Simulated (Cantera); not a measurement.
A closed system holds: 1 mol Si3N4, 9.7 mol F2, 3.6 mol H2, held at 1625 K and 9.80 Pa.

Equilibrium computed with Cantera from the NASA thermochemical tables; the gas is ideal and each condensed phase is pure. Candidate condensed phases: Si, Si3N4; 37 gas species. Kinetics and transport are ignored.

What is the equilibrium state?


```json
{
 "x(HF)": "0.581",
 "x(SiF4)": "0.242",
 "x(N2)": "0.161",
 "x(F)": "0.0161",
 "x(SiF3)": "1.02e-6",
 "gas_amount": "12.40 mol",
 "log10 activity of Si(s) (absent)": "-23.19"
}
```
